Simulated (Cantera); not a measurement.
A perfectly stirred reactor is fed with CO : O2 : H2O : N2 = 0.026 : 0.0082 : 0.00018 : 0.21 (molar parts), at 3000 Torr; it is held at 1050 K, and followed from long to short residence time.

Computed with Cantera and GRI-Mech 3.0 (53 species, 325 reactions). The temperature is held fixed by assumption; the heat of reaction is taken as removed at once.

x: mole fraction; the columns are a selection and need not sum to one.

```json
[
 {"τ (s)": "26", "x CO": "0.0425", "x O2": "0.000959", "x H2O": "0.000704", "x NO": "3.69e-9", "x O": "…", "x CO2": "0.0675"},
 {"τ (s)": "8.3", "x CO": "0.0508", "x O2": "0.00521", "x H2O": "0.000733", "x NO": "1.52e-8", "x O": "…", "x CO2": "0.0587"},
 {"τ (s)": "2.6", "x CO": "0.0707", "x O2": "0.0153", "x H2O": "0.000735", "x NO": "6.54e-9", "x O": "1.43e-7", "x CO2": "0.0377"},
 {"τ (s)": "0.81", "x CO": "0.0921", "x O2": "0.0262", "x H2O": "0.000733", "x NO": "8.39e-10", "x O": "1.48e-7", "x CO2": "0.0151"},
 {"τ (s)": "0.25", "x CO": "0.103", "x O2": "0.0316", "x H2O": "0.000734", "x NO": "5.79e-11", "x O": "…", "x CO2": "0.00403"},
 {"τ (s)": "0.079", "x CO": "0.105", "x O2": "0.0331", "x H2O": "0.000736", "x NO": "3.82e-12", "x O": "…", "x CO2": "0.000947"},
 {"τ (s)": "0.025", "x CO": "0.106", "x O2": "0.0335", "x H2O": "0.000736", "x NO": "<1e-12", "x O": "…", "x CO2": "0.000118"},
 {"τ (s)": "0.0077", "x CO": "0.106", "x O2": "0.0336", "x H2O": "0.000737", "x NO": "<1e-12", "x O": "…", "x CO2": "2.76e-6"},
 {"τ (s)": "0.0024", "x CO": "0.106", "x O2": "0.0336", "x H2O": "0.000737", "x NO": "<1e-12", "x O": "…", "x CO2": "3.54e-7"},
 {"τ (s)": "0.00075", "x CO": "0.106", "x O2": "0.0336", "x H2O": "0.000737", "x NO": "<1e-12", "x O": "…", "x CO2": "7.82e-8"},
 {"τ (s)": "0.00023", "x CO": "0.106", "x O2": "0.0336", "x H2O": "0.000737", "x NO": "<1e-12", "x O": "…", "x CO2": "2.00e-8"}
]
```

Problem. Complete the blanks.

Solution. 
- 26, x O: 3.77e-8
- 8.3, x O: 9.15e-8
- 0.25, x O: 1.18e-7
- 0.079, x O: 8.72e-8
- 0.025, x O: 3.58e-8
- 0.0077, x O: 4.68e-9
- 0.0024, x O: 3.13e-9
- 0.00075, x O: 2.70e-9
- 0.00023, x O: 2.24e-9
